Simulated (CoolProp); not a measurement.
The numbers come from the reference Helmholtz-energy equation of state, Penoncello 2003 in CoolProp.

Task: For CHF3 (R23), give the phase and the cv (kJ/(kg K)), viscosity (µPa s) at 329.1 K and 0.0218 MPa; 329.1 K and 0.062 MPa; 329.1 K and 0.298 MPa.

Result: 
- 329.1 K and 0.0218 MPa: gas; cv 0.655, viscosity 16.4
- 329.1 K and 0.062 MPa: gas; cv 0.656, viscosity 16.4
- 329.1 K and 0.298 MPa: gas; cv 0.660, viscosity 16.4

Viscosity comes from a separate model (Shan 2000).
